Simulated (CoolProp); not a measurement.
Properties of nitrous oxide along the isobar 0.402 MPa.

The numbers come from the reference Helmholtz-energy equation of state, Lemmon 2006 in CoolProp. It is a short technical equation, of lower accuracy than the large ones.

```tsv
T (°C)	phase	Z	speed of sound (m/s)
-5.35	gas	0.9690	250.6
2.95	gas	0.9719	254.5
11.15	gas	0.9744	258.3
19.45	gas	0.9767	262.0
27.65	gas	0.9787	265.6
35.85	gas	0.9805	269.2
44.15	gas	0.9821	272.7
52.35	gas	0.9835	276.1
60.65	gas	0.9848	279.5
68.85	gas	0.9860	282.9
77.15	gas	0.9870	286.2
85.35	gas	0.9880	289.4
93.65	gas	0.9889	292.6
101.85	gas	0.9897	295.7
110.15	gas	0.9905	298.8
118.35	gas	0.9911	301.9
```
